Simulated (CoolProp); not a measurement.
Nitrogen along the isobar 30.6 bar: density (kg/m³) from the reference equation and from simpler models built on Tc = 126.2 K, pc = 33.96 bar, ω = 0.037; each cubic takes its own stable root.

Model: reference Helmholtz-energy equation of state, Span 2000, in CoolProp.

```csv
T (K),phase,reference
91,liquid,750.4
95.9,liquid,725.3
100.8,liquid,698.2
105.7,liquid,668.3
110.6,liquid,634.3
115.5,liquid,593.3
120.4,liquid,537.1
125.3,gas,156.8
130.2,gas,124.6
135.1,gas,109.3
140,gas,99.14
144.9,gas,91.53
```

Question: How far does each simpler model (van der Waals, Redlich-Kwong, Soave-Redlich-Kwong, Peng-Robinson) lie from the reference over these 12 states: mean and median of the absolute difference, and the worst?

Answer: 
- van der Waals: mean 18.9 %, median 30.2 %, worst -31.8 % at 120.4 K and 30.6 bar
- Redlich-Kwong: mean 2.9 %, median 1.0 %, worst -11.3 % at 120.4 K and 30.6 bar
- Soave-Redlich-Kwong: mean 2.7 %, median 1.1 %, worst -10.9 % at 120.4 K and 30.6 bar
- Peng-Robinson: mean 6.4 %, median 4.7 %, worst +12.3 % at 91 K and 30.6 bar
